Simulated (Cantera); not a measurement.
Charge: 1 mol NaBr, 11 mol H2O, 9.5 mol H2, held at 1852 °C and 0.0158 Torr.

These are equilibrium values from Cantera (NASA tables, ideal gas, pure condensed phases), not measurements of a reactor. Candidate condensed phases: Br2, H2O, Na, NaBr, NaOH, NaO2, Na2O, Na2O2; 20 gas species. The numbers say what is thermodynamically allowed, not how fast it happens.

Base state: H 0.378, H2 0.228, H2O 0.214, O 0.0517, OH 0.0440, Na 0.0316, Br 0.0306, O2 0.0206 (mole fractions); condensed: gas only.

### Question
What changes in the equilibrium state with this change: H2 from 9.5 to 0.5 mol?

### Answer
```tsv
species	before	after
H	0.378	0.296
H2O	0.214	0.240
H2	0.228	0.140
O2	0.0206	0.0691
O	0.0517	0.0947
Br	0.0306	0.0469
Na	0.0316	0.0481
OH	0.0440	0.0631
NaBr	0.000257	0.000598
NaOH	2.15e-5	4.69e-5
HBr	0.000979	0.00118
```
